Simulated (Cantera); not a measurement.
Charge: 1 mol SiH4, 0.046 mol C2H4, 2.3 mol H2, held at 1825 °C.

These are equilibrium values from Cantera (NASA tables, ideal gas, pure condensed phases), not measurements of a reactor. Candidate condensed phases: C, C6H6, C7H8, C8H18, Si, SiC; 87 gas species. Mutual solubility and eutectic melting of coexisting phases are not modelled. Gases not in the tables: Si2H6 and higher silanes. The numbers say what is thermodynamically allowed, not how fast it happens.

Question: What share of the Si ends up in condensed phases as a function of P (Pa), at 100, 270, 720, 1900, 5200, 14000, 37000, 100000?

Answer: 
| P (Pa) | Si condensed (%) | as |
|---|---|---|
| 100 | 20.5 | Si(l) + SiC(s) |
| 270 | 73.5 | Si(l) + SiC(s) |
| 720 | 90.3 | Si(l) + SiC(s) |
| 1900 | 96.3 | Si(l) + SiC(s) |
| 5200 | 98.5 | Si(l) + SiC(s) |
| 14000 | 99.4 | Si(l) + SiC(s) |
| 37000 | 99.7 | Si(l) + SiC(s) |
| 100000 | 99.8 | Si(l) + SiC(s) |
